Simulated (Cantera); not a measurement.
Charge: 1 mol BCl₃, 0.068 mol H₂O, 1.9 mol H₂, held at 852 °C and 55.0 mbar.

Equilibrium computed with Cantera from the NASA thermochemical tables; the gas is ideal and each condensed phase is pure. Candidate condensed phases: B, B₂O₃, B₃O₃H₃, H₂O; 33 gas species. The tables' values for BCl₂, BOCl are old estimates; treat these amounts as uncertain. Gases not in the tables: BHCl₂. Rates play no part.

Base state: H₂ 0.555, BCl₃ 0.261, HCl 0.176, B₃O₃Cl₃ 0.00733, B₃O₃H₃ 7.15e-5, HBO 2.26e-5, BCl₂ 1.79e-5, BOCl 1.60e-5 (mole fractions); condensed: B(s).

Q: What changes in the equilibrium state with this change: temperature from 852 °C to 975 °C?

A: 
| species | before | after |
|---|---|---|
| H₂ | 0.555 | 0.511 |
| HCl | 0.176 | 0.248 |
| BCl₃ | 0.261 | 0.233 |
| BOCl | 1.60e-5 | 0.000166 |
| HBO | 2.26e-5 | 0.000189 |
| BCl₂ | 1.79e-5 | 0.000119 |
| B₃O₃H₃ | 7.15e-5 | 6.25e-5 |
| B(s), mol | 0.134 | 0.210 |
The tables' values for BOCl, BCl₂ are old estimates; treat these amounts as uncertain.
